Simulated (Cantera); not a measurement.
A Cantera script and what it prints.

```python
import numpy as np
import cantera as ct

gas_names = [...]  # 136 gases of nasa_gas.yaml made of C, H, N, O
cond_names = """
    C(gr) C6H6(L) C7H8(L) C8H18(L),n-octa H2O(s) H2O(L)
""".split()


# ... load() reads the species with a 1 bar reference pressure and builds the phases ...
atoms = {
    'C6H6': {'C': 6, 'H': 6},
    'O2': {'O': 2},
    'N2': {'N': 2},
}
top_T = {'C(gr)': 4500}  # K; cautious upper limits of use, not melting points


# ... equilibrate(T, P, feed) seeds the gas with the atoms and calls Mixture.equilibrate('TP', solver="vcs", rtol=1e-11, max_steps=5000) ...
results = []
feed = {'C6H6': 1, 'O2': 1.2, 'N2': 2.3}  # mol
P = 17  # Pa
for T in [1075, 1150, 1225, 1300, 1375, 1450, 1525, 1600, 1675, 1750, 1825]:
    mix = equilibrate(T, P, feed)
    results.append((T, P, feed, dict(zip(mix.species_names, mix.species_moles))))

top = {s: max(r[3][s] / sum(r[3][g] for g in gas_names) for r in results) for s in gas_names}
cols = sorted((s for s in top if top[s] > 1e-05), key=lambda s: -top[s])[:6]
seen = [c for c in cond_names if any(r[3].get(c, 0) > 1e-12 for r in results)]
print("log10 of partial pressures in bar; condensed amounts in mol")
print(f"{'T/K':>10s}" + "".join(f"{s[:9]:>10s}" for s in cols + seen))
for T, P, feed, n in results:
    ng = sum(n[g] for g in gas_names)
    print(f"{T:10.4g}" + "".join(f"{np.log10(max(n[s] / ng * P / 1e5, 1e-99)):10.3f}" for s in cols)
          + "".join(f"{n.get(c, 0):10.4g}" for c in seen))
```

Result:

```
log10 of partial pressures in bar; condensed amounts in mol
       T/K        H2        CO        N2         H       HCN       HNC     C(gr)
      1075    -4.179    -4.276    -4.294    -9.923    -9.037   -11.646       3.6
      1150    -4.179    -4.276    -4.294    -9.217    -8.615   -11.032       3.6
      1225    -4.179    -4.276    -4.294    -8.596    -8.247   -10.494       3.6
      1300    -4.179    -4.276    -4.294    -8.046    -7.921   -10.019     3.599
      1375    -4.179    -4.276    -4.294    -7.555    -7.631    -9.596     3.599
      1450    -4.179    -4.276    -4.295    -7.114    -7.371    -9.217     3.598
      1525    -4.180    -4.276    -4.295    -6.716    -7.138    -8.876     3.597
      1600    -4.181    -4.276    -4.295    -6.355    -6.927    -8.568     3.594
      1675    -4.184    -4.277    -4.296    -6.027    -6.737    -8.289     3.591
      1750    -4.189    -4.278    -4.298    -5.728    -6.564    -8.035     3.586
      1825    -4.197    -4.280    -4.301    -5.455    -6.408    -7.805      3.58
```

These are equilibrium values from Cantera (NASA tables, ideal gas, pure condensed phases), not measurements of a reactor.
